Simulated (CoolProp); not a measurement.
Properties of dry air along the isobar 2.3 MPa (Tc = 132.5 K, pc = 3.786 MPa, ω = 0.034).

Values from CoolProp's reference Helmholtz-energy equation of state, Lemmon 2000. It is a pseudo-pure fit of the blend.

| T (K) | phase | cp (kJ/(kg K)) | Joule-Thomson coefficient (K/MPa) | isothermal compressibility (1/MPa) | conductivity (mW/(m K)) |
|---|---|---|---|---|---|
| 78.8 | liquid | 1.914 | -0.3576 | 0.002641 | 142 |
| 94.1 | liquid | 2.006 | -0.2474 | 0.004622 | 117 |
| 109.5 | liquid | 2.284 | 0.03499 | 0.01057 | 90.7 |
| 140.1 | gas | 1.491 | 9.091 | 0.5621 | 16.3 |
| 155.5 | gas | 1.289 | 7.379 | 0.5075 | 16.9 |
| 170.8 | gas | 1.198 | 6.167 | 0.4819 | 17.9 |
| 186.1 | gas | 1.146 | 5.252 | 0.4672 | 18.9 |
| 201.4 | gas | 1.113 | 4.535 | ? | 20.0 |
| 216.8 | gas | 1.091 | ? | ? | 21.1 |
| 232.1 | gas | 1.075 | 3.475 | 0.4467 | 22.3 |
| 247.4 | gas | ? | 3.075 | 0.4434 | 23.4 |
| 262.8 | gas | 1.055 | 2.732 | 0.4408 | ? |
| 278.1 | gas | 1.048 | ? | 0.4388 | 25.6 |
| 293.4 | gas | 1.043 | ? | 0.4373 | 26.7 |

Q: Complete the blanks.

A: 
- 201.4, isothermal compressibility (1/MPa): 0.4578
- 216.8, Joule-Thomson coefficient (K/MPa): 3.952
- 216.8, isothermal compressibility (1/MPa): 0.4513
- 247.4, cp (kJ/(kg K)): 1.064
- 262.8, conductivity (mW/(m K)): 24.5
- 278.1, Joule-Thomson coefficient (K/MPa): 2.437
- 293.4, Joule-Thomson coefficient (K/MPa): 2.180

Thermal conductivity comes from a separate model (Lemmon 2004).
